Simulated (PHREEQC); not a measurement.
1 kg of water holding 0.12 mol Na2CO3 and 0.21 mol Na2SO4 is evaporated at 25 °C; the solids stay in contact with the brine. CO2 is held at log p = -3.4 (atm). Solids allowed: Burkeite, Mirabilite, Nahcolite, Natron, Thenardite, Trona. Others were left out.

The series has 17 steps of water left (kg), from 0.9994 to 0.003229.

The numbers come from PHREEQC with the Pitzer model, pitzer.dat.

Task: Which solids form, in which order, and at which step of the series does each first stand?

Result: Mirabilite from water left = 0.1151 kg (pH 9.93); Trona from water left = 0.03739 kg (pH 9.99).

Complexes and solids missing from the database can't appear.
